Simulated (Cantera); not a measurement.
## Reactions in the system Cl-H-Na

Standard-state values (1 bar) from the NASA 1993 polynomials, evaluated with Cantera. Values are per mole of reaction as written; species without (g) are pure solids or liquids, kept so even where they would boil at 1 bar.

2 NaCl(g) + H2(g) ⇌ 2 HCl(g) + 2 Na

| T (K) | ΔH° (kJ) | ΔS° (J/K) | ΔG° (kJ) | log10 K |
|---|---|---|---|---|
| 850 | 192.0 | -83.1 | 262.7 | -16.14 |
| 900 | 192.8 | -82.3 | 266.8 | -15.48 |
| 950 | 193.5 | -81.5 | 270.9 | -14.89 |
| 1000 | 194.2 | -80.8 | 274.9 | -14.36 |
| 1050 | 194.9 | -80.0 | 279.0 | -13.88 |
| 1100 | 195.7 | -79.3 | 282.9 | -13.44 |

H(g) + NaCl(g) ⇌ HCl(g) + Na(g)

```
T (K)  ΔH° (kJ)  ΔS° (J/K)  ΔG° (kJ)  log10 K
-----  --------  ---------  --------  -------
850       -25.7      -11.7     -15.8     0.97
900       -26.1      -12.1     -15.2     0.88
950       -26.4      -12.4     -14.6     0.80
1000      -26.7      -12.8     -13.9     0.73
1050      -27.0      -13.1     -13.3     0.66
1100      -27.3      -13.3     -12.6     0.60
```
